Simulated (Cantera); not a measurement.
Charge: 1 mol SiH₄, 4.8 mol NH₃, at 770 Pa.

Cantera equilibrium calculation (NASA polynomials, part measured and part estimated; ideal gas, pure solids and liquids). Candidate condensed phases: Si, Si₃N₄; 18 gas species. The tables' values for SiN are old estimates; treat these amounts as uncertain. Gases not in the tables: Si₂H₆ and higher silanes. Equilibrium is a limit: real reactors are often held back by kinetics, nucleation or transport.

log p: log10 of the partial pressure in bar; n: condensed amount in mol.

```csv
T (K),log p H₂,log p N₂,log p H,log p Si,n Si₃N₄(s),n Si(l)
1575,-2.19,-2.91,-5.48,-7.77,0.333,0
1625,-2.19,-2.91,?,?,0.333,0
1675,-2.19,-2.91,?,?,0.333,0
1725,-2.22,-2.80,-4.84,-5.99,0,0.998
1775,-2.22,-2.80,-4.65,-5.66,0,0.996
1825,-2.22,-2.80,-4.46,-5.34,0,0.992
1875,-2.22,-2.80,-4.29,-5.04,0,0.984
1925,-2.22,-2.80,-4.13,-4.76,0,0.969
```

Problem. Complete the blanks.

Solution. 
- 1675, log p H: -5.03
- 1675, log p Si: -6.41
- 1625, log p H: -5.25
- 1625, log p Si: -7.07
